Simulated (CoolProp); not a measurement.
Properties of n-octane along the isotherm 620 K.

Values from CoolProp's reference Helmholtz-energy equation of state, Beckmüller 2019.

```
p (kPa)          phase  cp (kJ/(kg K))  Joule-Thomson coefficient (K/MPa)
-------  -------------  --------------  ---------------------------------
1770               gas           3.129                              7.860
3550     supercritical           4.084                              11.03
5320     supercritical           4.080                              3.798
7100     supercritical           3.686                              1.546
8870     supercritical           3.554                             0.8889
10600    supercritical           3.486                             0.5781
12400    supercritical           3.440                             0.3856
14200    supercritical           3.409                             0.2582
16000    supercritical           3.385                             0.1673
17700    supercritical           3.368                             0.1023
19500    supercritical           3.353                            0.04830
21300    supercritical           3.340                           0.005051
23100    supercritical           3.330                           -0.03039
24800    supercritical           3.322                           -0.05845
```
